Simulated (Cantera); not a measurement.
Standard-state values (1 bar) from the NASA 1993 polynomials, evaluated with Cantera. Values are per mole of reaction as written; species without (g) are pure solids or liquids, kept so even where they would boil at 1 bar.

C + 3 F(g) = CF3(g), with ΔH° = -708.5 kJ and ΔS° = -217.1 J/K at 300 K.

How far is the shortcut ΔG° ≈ ΔH°(300 K) − T·ΔS°(300 K) from the full temperature-dependent value at 2325, 2425, 2525, 2625, 2725, 2825, 2925 K?


| T (K) | shortcut (kJ) | full (kJ) | difference (kJ) | difference in log10 K |
|---|---|---|---|---|
| 2325 | -203.8 | -162.4 | -41.4 | 0.93 |
| 2425 | -182.1 | -138.1 | -44.1 | 0.95 |
| 2525 | -160.4 | -113.7 | -46.7 | 0.97 |
| 2625 | -138.7 | -89.3 | -49.4 | 0.98 |
| 2725 | -117.0 | -64.8 | -52.2 | 1.00 |
| 2825 | -95.3 | -40.4 | -54.9 | 1.02 |
| 2925 | -73.6 | -15.9 | -57.7 | 1.03 |
The shortcut ignores the heat-capacity change of the reaction.
